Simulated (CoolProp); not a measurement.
Vapour-liquid equilibrium of p-xylene (1) + n-decane (2) at 0.0334 MPa; x and y are mole fractions of (1).

Model: multi-fluid Helmholtz-energy mixture model, Zhou 2012 and Lemmon 2006; pair parameters Bell 2016, in CoolProp.

| x | bubble temperature, mixture model (K) | bubble temperature, Raoult's law (K) | y, mixture model | y, Raoult's law |
|---|---|---|---|---|
| 0.05 | 405.2 | 405.5 | 0.135 | 0.129 |
| 0.125 | 401.1 | 401.8 | 0.300 | 0.291 |
| 0.2 | 397.5 | 398.4 | 0.430 | 0.422 |
| 0.275 | 394.3 | 395.2 | 0.535 | 0.529 |
| 0.35 | 391.4 | 392.3 | 0.620 | 0.618 |
| 0.425 | 388.8 | 389.7 | 0.691 | 0.693 |
| 0.5 | 386.4 | 387.2 | 0.751 | 0.756 |
| 0.575 | 384.3 | 384.9 | 0.802 | 0.809 |
| 0.65 | 382.2 | 382.8 | 0.847 | 0.855 |
| 0.725 | 380.4 | 380.7 | 0.886 | 0.894 |
| 0.8 | 378.6 | 378.9 | 0.922 | 0.928 |
| 0.875 | 376.9 | 377.1 | 0.953 | 0.958 |
| 0.95 | 375.4 | 375.4 | 0.982 | 0.984 |

The largest gap from Raoult's law is -0.9 K in bubble temperature, at x = 0.35. No azeotrope shows between x = 0.05 and 0.95.

The pair parameters rest on a limited set of measurements; away from them the model extrapolates.
